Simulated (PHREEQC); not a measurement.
Consider water at 25 °C with 0.015 mol CuSO4, 0.0054 mol H2SO4 and 0.021 mol NaCl per kg of water. Closed to the air; pH follows from the charge balance.

All values are PHREEQC results (ion-association model, wateq4f.dat), not measurements.

This is a speciation only: nothing precipitates in the calculation.

Q: Order these Cu species by the share of Cu that they hold, largest first: CuSO4, CuCl+, Cu+2.

A: Cu+2 (68 %), CuSO4 (30 %), CuCl+ (1.7 %)

The pH is 2.22 and the ionic strength 0.0706 mol/kgw. Species that the database lacks are ignored.
